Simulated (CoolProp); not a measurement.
Vapour-liquid equilibrium of CHF3 (R23) (1) + sulfur hexafluoride (2) at -42.05 °C; x and y are mole fractions of (1).

The numbers come from the multi-fluid Helmholtz-energy mixture model, Penoncello 2003 and Guder 2009; pair parameters Bell 2016 in CoolProp.

```json
[
 {"x": "0.05", "bubble pressure, mixture model (MPa)": "0.3957", "bubble pressure, Raoult's law (MPa)": "0.3317", "y, mixture model": "0.223", "y, Raoult's law": "0.099"},
 {"x": "0.2", "bubble pressure, mixture model (MPa)": "0.5406", "bubble pressure, Raoult's law (MPa)": "0.3826", "y, mixture model": "0.477", "y, Raoult's law": "0.342"},
 {"x": "0.35", "bubble pressure, mixture model (MPa)": "0.6104", "bubble pressure, Raoult's law (MPa)": "0.4336", "y, mixture model": "0.576", "y, Raoult's law": "0.528"},
 {"x": "0.5", "bubble pressure, mixture model (MPa)": "0.6501", "bubble pressure, Raoult's law (MPa)": "0.4845", "y, mixture model": "0.644", "y, Raoult's law": "0.675"},
 {"x": "0.65", "bubble pressure, mixture model (MPa)": "0.6746", "bubble pressure, Raoult's law (MPa)": "0.5355", "y, mixture model": "0.712", "y, Raoult's law": "0.794"},
 {"x": "0.8", "bubble pressure, mixture model (MPa)": "0.6842", "bubble pressure, Raoult's law (MPa)": "0.5864", "y, mixture model": "0.799", "y, Raoult's law": "0.893"},
 {"x": "0.95", "bubble pressure, mixture model (MPa)": "0.6687", "bubble pressure, Raoult's law (MPa)": "0.6373", "y, mixture model": "0.935", "y, Raoult's law": "0.975"}
]
```

The largest gap from Raoult's law is +41.3 % in bubble pressure, at x = 0.2. y crosses x between x = 0.65 and 0.8: the model has an azeotrope there.

Pair parameters are fitted to limited data, so mixtures are less certain than the pure fluids.
